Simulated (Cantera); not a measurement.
Input (Python, Cantera):

```python
import numpy as np
import cantera as ct

gas = ct.Solution("gri30.yaml")
gas.TPX = 448, 850000, {'CH4': 1, 'O2': 2.04, 'N2': 7.67, 'H2O': 0.72}
inlet = ct.Reservoir(gas, clone=True)
gas.equilibrate("HP")  # start burning
reactor = ct.IdealGasConstPressureReactor(gas, energy="on", clone=False)
exhaust = ct.Reservoir(gas, clone=True)
tau = [0.16, 0.066, 0.027, 0.011, 0.0046, 0.0019, 0.00078, 0.00032, 0.00013, 5.5e-05, 2.2e-05, 9.2e-06, 3.8e-06][0]
for a, b in ((inlet, reactor), (reactor, exhaust)):
    ct.MassFlowController(a, b, mdot=lambda t: reactor.mass / tau)
net = ct.ReactorNet([reactor])
show = ['CH4', 'O2', 'H2O', 'N2O', 'C2H', 'O', 'CO2']

rows = []
print(f"{'tau/s':>10s}{'T/K':>9s}" + "".join(f"{s:>11s}" for s in show))
for tau in [0.16, 0.066, 0.027, 0.011, 0.0046, 0.0019, 0.00078, 0.00032, 0.00013, 5.5e-05, 2.2e-05, 9.2e-06, 3.8e-06]:
    net.initial_time = 0.0
    net.advance(30 * tau)
    before = gas.X
    net.advance(40 * tau)
    drift = np.max(np.abs(gas.X - before) / (gas.X + 1e-9))
    rows.append([gas.T, *gas[show].X, drift])
    print(f"{tau:10.3e}{gas.T:9.1f}" + "".join(f"{x:11.3e}" for x in gas[show].X))
```

Output:

```
     tau/s      T/K        CH4         O2        H2O        N2O        C2H          O        CO2
 1.600e-01   2230.2  8.054e-07  4.786e-03  2.345e-01  2.849e-07  1.939e-13  7.993e-05  8.398e-02
 6.600e-02   2229.7  1.876e-06  5.015e-03  2.344e-01  2.947e-07  1.047e-12  8.428e-05  8.387e-02
 2.700e-02   2227.5  4.291e-06  5.342e-03  2.342e-01  3.101e-07  5.419e-12  9.214e-05  8.361e-02
 1.100e-02   2221.9  9.434e-06  5.824e-03  2.337e-01  3.366e-07  2.547e-11  1.069e-04  8.303e-02
 4.600e-03   2211.6  1.922e-05  6.544e-03  2.329e-01  3.772e-07  9.923e-11  1.334e-04  8.202e-02
 1.900e-03   2194.8  3.773e-05  7.639e-03  2.316e-01  4.299e-07  3.382e-10  1.802e-04  8.040e-02
 7.800e-04   2169.9  7.289e-05  9.226e-03  2.298e-01  4.803e-07  1.023e-09  2.565e-04  7.805e-02
 3.200e-04   2135.3  1.430e-04  1.147e-02  2.273e-01  5.101e-07  2.860e-09  3.688e-04  7.478e-02
 1.300e-04   2086.6  3.015e-04  1.480e-02  2.240e-01  5.078e-07  7.958e-09  5.084e-04  7.005e-02
 5.500e-05   2014.1  7.522e-04  2.045e-02  2.198e-01  4.605e-07  2.428e-08  5.747e-04  6.236e-02
 2.200e-05    448.0  8.749e-02  1.785e-01  6.299e-02 -2.375e-21  1.563e-45 -8.268e-26 -3.500e-16
 9.200e-06    448.0  8.749e-02  1.785e-01  6.299e-02 -8.331e-25  3.397e-53 -2.030e-29 -1.228e-19
 3.800e-06    448.0  8.749e-02  1.785e-01  6.299e-02 -5.262e-26  1.096e-56 -1.230e-30 -7.754e-21
```

Model: GRI-Mech 3.0 (53 species, 325 reactions), integrated in Cantera.
